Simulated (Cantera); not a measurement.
Cantera run:

```python
import numpy as np
import cantera as ct

gas_names = [...]  # 76 gases of nasa_gas.yaml made of C, H
cond_names = """
    C(gr) C6H6(L) C7H8(L) C8H18(L),n-octa
""".split()


# ... load() reads the species with a 1 bar reference pressure and builds the phases ...
atoms = {
    'C3H8': {'C': 3, 'H': 8},
    'H2': {'H': 2},
}
top_T = {'C(gr)': 4500}  # K; cautious upper limits of use, not melting points


# ... equilibrate(T, P, feed) seeds the gas with the atoms and calls Mixture.equilibrate('TP', solver="vcs", rtol=1e-11, max_steps=5000) ...
results = []
feed = {'C3H8': 1, 'H2': 37}  # mol
T = 2023.15  # K
P = 14000  # Pa
mix = equilibrate(T, P, feed)
results.append((T, P, feed, dict(zip(mix.species_names, mix.species_moles))))
print(gas.report(threshold=0.001))
for i in range(1, mix.n_phases):
    print(f"{mix.phase(i).name:16s} {mix.phase_moles(i):12.5e} mol")
```

Result:

```
       temperature   2023.2 K
          pressure   14000 Pa
           density   0.0016921 kg/m^3
  mean mol. weight   2.0331 kg/kmol
   phase of matter   gas

                          1 kg             1 kmol
                     ---------------   ---------------
          enthalpy        2.7078e+07        5.5053e+07  J
   internal energy        1.8805e+07        3.8232e+07  J
           entropy        1.0107e+05        2.0549e+05  J/K
    Gibbs function        -1.774e+08       -3.6067e+08  J
 heat capacity c_p             16846             34250  J/K
 heat capacity c_v             12756             25936  J/K

                      mass frac. Y      mole frac. X     chem. pot. / RT
                     ---------------   ---------------   ---------------
                 H         0.0025114         0.0050654           -10.745
                H2           0.98561           0.99398           -21.489
     [  +74 minor]          0.011881        0.00095093

C(gr)             2.92430e+00 mol
```

Method: chemical equilibrium by Gibbs-energy minimisation in Cantera with the NASA 1993 tables (ideal gas, pure condensed phases).
